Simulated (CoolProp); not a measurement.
Vapour pressure (MPa) of hydrogen sulfide: the reference equation beside estimates from Tc = 373.1 K, pc = 8.999 MPa, ω = 0.101.

The numbers come from the reference Helmholtz-energy equation of state, Lemmon 2006 in CoolProp. It is a short technical equation, of lower accuracy than the large ones.

```csv
T (K),reference,Lee-Kesler,van der Waals,Soave-Redlich-Kwong,Peng-Robinson
233.1,0.2561,0.2544,0.9835,0.2541,0.2582
235.7,0.2848,0.2831,1.046,0.2828,0.2868
238.3,0.3160,0.3143,1.111,0.3139,0.3178
240.9,0.3496,0.3481,1.179,0.3476,0.3513
243.5,0.3860,0.3845,?,0.3840,?
246.1,0.4251,0.4238,1.323,0.4232,0.4264
248.8,?,0.4677,1.402,0.4671,0.4699
251.4,0.5141,0.5131,1.481,?,0.5150
254,0.5626,0.5618,1.563,0.5613,0.5632
256.6,0.6144,0.6139,1.648,0.6134,0.6148
259.2,0.6698,0.6694,1.735,0.6691,0.6698
261.9,0.7311,0.7310,1.830,0.7309,0.7309
264.5,0.7940,0.7942,1.924,0.7943,0.7935
```

Problem. Complete the blanks.

Solution. 
- 243.5, van der Waals: 1.249
- 243.5, Peng-Robinson: 0.3875
- 248.8, reference: 0.4688
- 251.4, Soave-Redlich-Kwong: 0.5125

Absolute difference from the reference over all 13 rows, mean and median: Lee-Kesler 0.3 and 0.2 %, van der Waals 204.6 and 199.1 %, Soave-Redlich-Kwong 0.4 and 0.4 %, Peng-Robinson 0.3 and 0.2 %.
